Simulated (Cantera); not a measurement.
Input: 1 mol NF₃, 0.0064 mol SO₂, 0.11 mol H₂, at 1952 °C and 75.0 Torr.

Cantera equilibrium calculation (NASA polynomials, part measured and part estimated; ideal gas, pure solids and liquids). Candidate condensed phases: H₂O, H₂SO₄, S; 62 gas species. The tables' values for SOF₂, SF₃ are old estimates; treat these amounts as uncertain. Equilibrium is a limit: real reactors are often held back by kinetics, nucleation or transport.

Base state: F 0.792, N₂ 0.143, HF 0.0628, SO₂ 0.000763, SF₂ 0.000613, O₂ 0.000611, NO 0.000307, SOF₂ 0.000253 (mole fractions); condensed: gas only.

Question: What changes in the equilibrium state with this change: H₂ from 0.11 to 3.9 mol?

Answer: 
```json
[
 {"species": "HF", "before": "0.0628", "after": "0.505"},
 {"species": "H₂", "before": "<1e-9", "after": "0.395"},
 {"species": "N₂", "before": "0.143", "after": "0.0842"},
 {"species": "F", "before": "0.792", "after": "1.54e-5"},
 {"species": "H", "before": "3.11e-8", "after": "0.0129"},
 {"species": "H₂O", "before": "<1e-9", "after": "0.00214"},
 {"species": "SF₂", "before": "0.000613", "after": "<1e-9"},
 {"species": "O₂", "before": "0.000611", "after": "<1e-9"},
 {"species": "SH", "before": "<1e-9", "after": "0.000460"},
 {"species": "H₂S", "before": "<1e-9", "after": "0.000278"}
]
```
